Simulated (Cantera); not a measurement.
# Thermodynamics of boron, boron nitride and boron oxide, feed B2H6 + NH3 + H2

A closed system holds: 1 mol B2H6, 0.12 mol NH3, 11 mol H2, at 798.15 K and 1.00 bar.

Equilibrium computed with Cantera from the NASA thermochemical tables; the gas is ideal and each condensed phase is pure. Candidate condensed phases: B, BN; 15 gas species. The feed counts by its element totals alone. The numbers say what is thermodynamically allowed, not how fast it happens.

```yaml
x(H2): 1.00
n(B(s)): 1.88 mol
n(BN(s)): 0.120 mol
gas_amount: 14.18 mol
```
